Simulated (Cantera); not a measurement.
Standard-state values (1 bar) from the NASA 1993 polynomials, evaluated with Cantera. Values are per mole of reaction as written; species without (g) are pure solids or liquids, kept so even where they would boil at 1 bar.

3 Ti2O3 + N2O(g) → 2 N(g) + 2 Ti3O5, with ΔH° = 507.9 kJ and ΔS° = 112.8 J/K at 300 K.

Q: How far is the shortcut ΔG° ≈ ΔH°(300 K) − T·ΔS°(300 K) from the full temperature-dependent value at 1273, 1323, 1373, 1423, 1473, 1523 K?

A: 
```csv
T (K),shortcut (kJ),full (kJ),difference (kJ),difference in log10 K
1273,364.2,333.6,30.6,-1.26
1323,358.6,326.9,31.7,-1.25
1373,352.9,320.2,32.7,-1.25
1423,347.3,313.5,33.8,-1.24
1473,341.7,306.9,34.8,-1.23
1523,336.0,300.2,35.8,-1.23
```
The shortcut ignores the heat-capacity change of the reaction.
